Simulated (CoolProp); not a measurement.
Vapour-liquid equilibrium of R114 (1) + R113 (2) at 300.9 K; x and y are mole fractions of (1).

Computed with CoolProp (multi-fluid Helmholtz-energy mixture model, Platzer 1990 and Marx 1992; pair parameters Bell 2016). This equation is an older, rougher fit; its heat capacities, sound speeds and derivatives of the liquid may be far off and weren't checked against measurements.

```csv
x,bubble pressure (MPa),y at the bubble point,dew pressure at overall composition x (MPa),liquid density (mol/L)
0.05,0.05886,0.191,0.05197,8.318
0.125,0.07249,0.391,0.05542,8.335
0.2,0.08627,0.529,0.05936,8.351
0.275,0.1001,0.630,0.06391,8.366
0.35,0.1140,0.706,0.06921,8.381
0.425,0.1279,0.766,0.07546,8.394
0.5,0.1417,…,0.08295,8.407
0.575,0.1554,0.855,0.09208,8.419
0.65,0.1692,0.889,0.1035,8.430
0.725,…,0.918,0.1180,8.439
0.8,0.1967,0.944,0.1371,…
0.875,0.2105,0.966,0.1633,8.454
0.95,0.2245,0.987,0.2004,8.459
```

Q: Complete the blanks.

A: 
- 0.5, y at the bubble point: 0.815
- 0.725, bubble pressure (MPa): 0.1829
- 0.8, liquid density (mol/L): 8.447

No azeotrope shows between x = 0.05 and 0.95.

Pair parameters are fitted to limited data, so mixtures are less certain than the pure fluids.
